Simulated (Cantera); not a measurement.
## Equilibrium for nitride etching: Si3N4 + HCl + H2

A closed system holds: 1 mol Si3N4, 9.5 mol HCl, a varied amount of H2, at 1173 K and 0.133 bar.

Cantera equilibrium calculation (NASA polynomials, part measured and part estimated; ideal gas, pure solids and liquids). Candidate condensed phases: NH4Cl, Si, Si3N4; 28 gas species. The tables' values for SiCl3 are old estimates; treat these amounts as uncertain. The numbers say what is thermodynamically allowed, not how fast it happens.

From 5 mol H2 to 97 mol H2 the condensed part is Si3N4(s). The main Si-bearing gas is SiCl4 throughout. The share of Si in condensed phases is highest at 97 mol H2 (96.4 %) and lowest at 5 mol H2 (67.0 %).

| n(H2) (mol) | log p H2 | log p HCl | log p SiCl4 | log p N2 | log p SiHCl3 | log p SiCl3 | n Si3N4(s) |
|---|---|---|---|---|---|---|---|
| 5 | -1.19 | -1.28 | -2.05 | -2.21 | -3.59 | -3.93 | 0.670 |
| 6.4 | -1.16 | -1.30 | -2.13 | -2.29 | -3.62 | -3.98 | 0.696 |
| 8.1 | -1.13 | -1.32 | -2.22 | -2.37 | -3.66 | -4.03 | 0.724 |
| 10 | -1.10 | -1.34 | -2.31 | -2.46 | -3.70 | -4.09 | 0.750 |
| 13 | -1.07 | -1.38 | -2.44 | -2.59 | -3.76 | -4.16 | 0.783 |
| 17 | -1.04 | -1.43 | -2.59 | -2.73 | -3.83 | -4.25 | 0.817 |
| 22 | -1.01 | -1.48 | -2.76 | -2.89 | -3.92 | -4.35 | 0.849 |
| 28 | -0.99 | -1.54 | -2.93 | -3.05 | -4.01 | -4.45 | 0.876 |
| 36 | -0.97 | -1.61 | -3.12 | -3.23 | -4.11 | -4.57 | 0.901 |
| 46 | -0.95 | -1.68 | -3.32 | -3.42 | -4.22 | -4.69 | 0.922 |
| 59 | -0.94 | -1.77 | -3.54 | -3.63 | -4.35 | -4.82 | 0.939 |
| 76 | -0.92 | -1.85 | -3.78 | -3.84 | -4.48 | -4.96 | 0.953 |
| 97 | -0.91 | -1.94 | -4.02 | -4.05 | -4.62 | -5.10 | 0.964 |
log p: log10 of the partial pressure in bar; n: condensed amount in mol.
